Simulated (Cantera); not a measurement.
A closed system holds: 1 mol CS2, 0.89 mol H2O, at 0.000970 bar.

Method: chemical equilibrium by Gibbs-energy minimisation in Cantera with the NASA 1993 tables (ideal gas, pure condensed phases). Candidate condensed phases: C, C6H6, C7H8, C8H18, H2O, H2SO4, S; 123 gas species. Equilibrium is a limit: real reactors are often held back by kinetics, nucleation or transport. All values below are at 2100 K.

Base state: CO 0.293, H2 0.255, S2 0.247, S 0.0947, H 0.0505, CS 0.0274, SH 0.0222, CS2 0.00880 (mole fractions); condensed: gas only.

What changes in the equilibrium state with this change: CS2 replaced by SF6?


```csv
species,before,after
F,0,0.605
HF,0,0.261
SO,1.33e-6,0.0512
CO,0.293,0
H2,0.255,<1e-9
SO2,<1e-9,0.0392
CS,0.0274,0
SH,0.0222,2.53e-7
H,0.0505,2.61e-6
S2,0.247,0.0121
S,0.0947,0.0210
CS2,0.00880,0
SF,0,0.00810
SF2,0,0.00252
H2S,0.00180,<1e-9
```
The tables' values for SOF2, S2F2 (SSF2) are old estimates; treat these amounts as uncertain.

What changes in the equilibrium state with this change: pressure from 0.000970 bar to 2.20 bar?


```
species   before     after
-------  -------  --------
CO         0.293     0.329
S2         0.247     0.278
H2         0.255     0.237
S         0.0947   0.00211
H2S      0.00180    0.0844
H         0.0505   0.00102
CS        0.0274   0.00243
CS2      0.00880    0.0393
SH        0.0222    0.0226
CO2      1.55e-7  0.000111
H2O      6.65e-7  0.000396
```
